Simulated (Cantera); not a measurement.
A closed system holds: 1 mol SiHCl3, 0.23 mol HCl, 7.3 mol H2, equilibrated at 1698 K and 89.0 mbar.

Equilibrium computed with Cantera from the NASA thermochemical tables; the gas is ideal and each condensed phase is pure. Candidate condensed phases: Si; 19 gas species. The tables' values for SiCl3, SiCl are old estimates; treat these amounts as uncertain. Gases not in the tables: Si2H6 and higher silanes. Equilibrium is a limit: real reactors are often held back by kinetics, nucleation or transport.

Base state: H2 0.762, HCl 0.140, SiCl2 0.0930, SiCl3 0.00363, H 0.000423, SiHCl3 0.000292, SiCl4 0.000280, Cl 6.07e-5 (mole fractions); condensed: Si(l).

### Question
What changes in the equilibrium state with this change: temperature from 1698 K to 1500 K?

### Answer
```json
[
 {"species": "H2", "before": "0.762", "after": "0.769"},
 {"species": "HCl", "before": "0.140", "after": "0.137"},
 {"species": "SiCl2", "before": "0.0930", "after": "0.0788"},
 {"species": "SiCl3", "before": "0.00363", "after": "0.00917"},
 {"species": "SiCl", "before": "5.82e-5", "after": "4.03e-6"},
 {"species": "SiCl4", "before": "0.000280", "after": "0.00339"},
 {"species": "SiH2", "before": "1.06e-5", "after": "1.15e-6"},
 {"species": "H", "before": "0.000423", "after": "5.17e-5"},
 {"species": "Cl", "before": "6.07e-5", "after": "7.45e-6"},
 {"species": "Si(l), mol", "before": "0.0739", "after": "0"},
 {"species": "Si(s), mol", "before": "0", "after": "0.118"}
]
```
The tables' values for SiCl3 are old estimates; treat these amounts as uncertain.
